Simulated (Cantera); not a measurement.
Input (Python, Cantera):

```python
import numpy as np
import cantera as ct

gas = ct.Solution("gri30.yaml")
gas.TPX = 1923, 49000, {'NO': 1, 'N2': 0.36}
reactor = ct.IdealGasConstPressureReactor(gas, energy="off", clone=False)
net = ct.ReactorNet([reactor])
net.rtol, net.atol = 1e-08, 1e-18
show = ['NO', 'N2', 'N2O', 'O2', 'O']
times = np.geomspace(0.0003, 50, 11)

steps = ct.SolutionArray(gas, extra=["t"])
rows = []
print(f"{'t/s':>10s}{'T/K':>9s}{'P/Pa':>11s}" + "".join(f"{s:>11s}" for s in show))
for t in times:
    while net.time < t:
        t_next = net.step()
        steps.append(gas.state, t=t_next)
    rows.append([np.interp(t, steps.t, y) for y in (steps.T, steps.P, *steps(*show).X.T)])
    print(f"{t:10.3e}{rows[-1][0]:9.1f}{rows[-1][1]:11.4g}" + "".join(f"{x:11.3e}" for x in rows[-1][2:]))
rate = np.gradient(steps.T, steps.t)
print("integrator steps:", len(steps.t))
if steps.T.max() > steps.T[0] + 200:
    print(f"time of steepest temperature rise: {steps.t[rate.argmax()]:.4e} s")
gas.TPX = 1923, 49000, {'NO': 1, 'N2': 0.36}
gas.equilibrate("TP")
print(f"equilibrium (TP): T = {gas.T:.1f} K  " + "  ".join(f"{s} {gas[s].X[0]:.3e}" for s in show))
```

Result:

```
       t/s      T/K       P/Pa         NO         N2        N2O         O2          O
 3.000e-04   1923.0    4.9e+04  7.352e-01  2.647e-01  4.651e-05  2.127e-06  1.788e-05
 9.984e-04   1923.0    4.9e+04  7.349e-01  2.648e-01  1.228e-04  3.448e-05  4.001e-05
 3.323e-03   1923.0    4.9e+04  7.340e-01  2.652e-01  2.156e-04  3.774e-04  5.910e-05
 1.106e-02   1923.0    4.9e+04  7.310e-01  2.666e-01  2.338e-04  1.831e-03  6.424e-05
 3.680e-02   1923.0    4.9e+04  7.212e-01  2.715e-01  2.262e-04  6.696e-03  7.393e-05
 1.225e-01   1923.0    4.9e+04  6.894e-01  2.874e-01  2.035e-04  2.252e-02  9.876e-05
 4.076e-01   1923.0    4.9e+04  5.943e-01  3.350e-01  1.466e-04  6.994e-02  1.495e-04
 1.356e+00   1923.0    4.9e+04  3.786e-01  4.429e-01  5.700e-05  1.778e-01  2.248e-04
 4.514e+00   1923.0    4.9e+04  1.224e-01  5.710e-01  5.935e-06  3.061e-01  2.892e-04
 1.502e+01   1923.0    4.9e+04  2.021e-02  6.221e-01  3.870e-07  3.573e-01  3.111e-04
 5.000e+01   1923.0    4.9e+04  7.556e-03  6.285e-01  2.583e-07  3.636e-01  3.136e-04
integrator steps: 1155
equilibrium (TP): T = 1923.0 K  NO 7.253e-03  N2 6.286e-01  N2O 2.567e-07  O2 3.638e-01  O 3.137e-04
```

Model: GRI-Mech 3.0 (53 species, 325 reactions), integrated in Cantera.
